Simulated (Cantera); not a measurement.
An isothermal, constant-pressure homogeneous reactor starts with 81.3 % NO, 18.7 % N2, at 2125 K and 0.710 bar.

Computed with Cantera and GRI-Mech 3.0 (53 species, 325 reactions).

Problem. Predict: x(NO) at 2.00 s; x(N2O) at 2.00 s; x(NO2) at 2.00 s; x(O) at 2.00 s; x(O2) at 2.00 s.

Solution. 
| Item | Result |
|---|---|
| x(NO) at 2.00 s | 0.0156 (gas-phase equilibrium 0.0126) |
| x(N2O) at 2.00 s | 5.44e-7 (gas-phase equilibrium 5.13e-7) |
| x(NO2) at 2.00 s | 2.56e-5 (gas-phase equilibrium 2.08e-5) |
| x(O) at 2.00 s | 0.00124 (gas-phase equilibrium 0.00125) |
| x(O2) at 2.00 s | 0.398 (gas-phase equilibrium 0.399) |
